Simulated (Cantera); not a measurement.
A closed system holds: 1 mol Si, 1.6 mol HBr, 11 mol N2, equilibrated at 180 Pa.

Equilibrium computed with Cantera from the NASA thermochemical tables; the gas is ideal and each condensed phase is pure. Candidate condensed phases: Br2, Si, Si3N4; 28 gas species. N2 is the only nitrogen source here; it is nearly inert below about 1500 K, so the nitride shown seldom forms there in practice. The tables' values for SiBr3 are old estimates; treat these amounts as uncertain. Rates play no part. All values below are at 1398 K.

Base state: N2 0.864, HBr 0.0865, H2 0.0227, SiBr2 0.0167, Br 0.00974, SiBr3 0.000404, SiBr4 0.000269, H 1.68e-5 (mole fractions); condensed: Si3N4(s).

### Question
What changes in the equilibrium state with this change: HBr from 1.6 to 8.1 mol?

### Answer
```tsv
species	before	after
N2	0.864	0.573
HBr	0.0865	0.290
H2	0.0227	0.0657
SiBr2	0.0167	0.0469
Br	0.00974	0.0192
SiBr4	0.000269	0.00293
SiHBr3	3.06e-6	2.88e-5
SiBr3	0.000404	0.00224
Br2	6.10e-6	2.37e-5
H	1.68e-5	2.86e-5
Si3N4(s), mol	0.263	0
```
